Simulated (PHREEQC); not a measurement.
Make-up at 25 °C: 0.066 mol/kgw HF, 0.0013 mol/kgw KF and 0.00091 mol/kgw H2SiF6. Closed to the air; pH follows from the charge balance.

Computed with PHREEQC (ion-association model, wateq4f.dat).

Task: The ionic strength comes out as 0.00924 mol/kgw. What activity coefficients do F-, HF2-, K+, H+, SiF6-2 get?

Result: F- 0.90, HF2- 0.90, K+ 0.90, H+ 0.92, SiF6-2 0.68.

This is a speciation only: nothing precipitates in the calculation. wateq4f.dat counts part of the HF as a dimer, H2F2, which phreeqc.dat doesn't know; its constant is uncertain. SiF6-2 is the database's only silicon fluoride.
